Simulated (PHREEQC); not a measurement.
Solution A (0.0059 mol/kgw HF and 0.033 mol/kgw NaF) is mixed with solution B (18 mmol/kgw KOH and 0.06 mmol/kgw K2SiO3) at 25 °C; shares are by mass of water, 1 kg in all. Oxygen is held at 0.21 atm. The system is closed to CO2. Only these solids could form: SiO2(a).

All values are PHREEQC results (ion-association model, phreeqc.dat), not measurements.

```tsv
share of solution B	pH	H3SiO4- (mol/kgw)	F- (mol/kgw)	SiF6-2 (mol/kgw)	H2SiO4-2 (mol/kgw)	HF (mol/kgw)
0	3.89	0	0.0321	0	0	0.00512
0.1	4.11	0	0.0309	6.00e-6	0	0.00303
0.2	4.61	3.31e-13	0.0296	1.20e-5	0	0.000916
0.3	11.03	1.69e-5	0.0270	0	1.94e-7	3.15e-10
0.4	11.49	2.28e-5	0.0231	0	7.46e-7	9.47e-11
0.5	11.71	2.82e-5	0.0193	0	1.51e-6	4.79e-11
0.6	11.86	3.33e-5	0.0155	0	2.47e-6	2.75e-11
0.7	11.97	3.81e-5	0.0116	0	3.61e-6	1.61e-11
0.8	12.05	4.29e-5	0.00776	0	4.92e-6	8.83e-12
0.9	12.13	4.74e-5	0.00388	0	6.39e-6	3.75e-12
1	12.19	5.18e-5	0	0	7.99e-6	0
```

Complexes and solids missing from the database can't appear. SiF6-2 is the database's only silicon fluoride.
